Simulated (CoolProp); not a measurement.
Vapour-liquid equilibrium of ethane (1) + CHF3 (R23) (2) at -43.55 °C; x and y are mole fractions of (1).

Model: multi-fluid Helmholtz-energy mixture model, Bücker 2006 and Penoncello 2003; pair parameters Bell 2016, in CoolProp.

```tsv
x	bubble pressure, mixture model (bar)	bubble pressure, Raoult's law (bar)	y, mixture model	y, Raoult's law
0.05	7.626	6.217	0.202	0.056
0.125	?	6.271	0.344	0.138
0.2	9.691	6.326	0.413	0.218
0.275	?	6.380	0.452	0.298
0.35	10.27	6.435	0.478	0.376
0.425	?	6.489	0.498	0.452
0.5	10.41	6.544	0.515	0.528
0.575	10.39	6.599	0.534	0.602
0.65	10.31	6.653	0.557	0.675
0.725	10.13	6.708	0.589	0.747
0.8	9.765	6.762	?	0.817
0.875	9.116	6.817	0.710	0.887
0.95	8.012	6.872	0.842	0.955
```

**Question.** Complete the blanks.

**Answer.** 
- 0.125, bubble pressure, mixture model (bar): 8.969
- 0.275, bubble pressure, mixture model (bar): 10.07
- 0.425, bubble pressure, mixture model (bar): 10.37
- 0.8, y, mixture model: 0.635

The largest gap from Raoult's law is +59.8 % in bubble pressure, at x = 0.425. y crosses x between x = 0.5 and 0.575: the model has an azeotrope there.

Pair parameters are fitted to limited data, so mixtures are less certain than the pure fluids. With so large a gap from Raoult's law the liquid may split in two, which this calculation doesn't test in full.
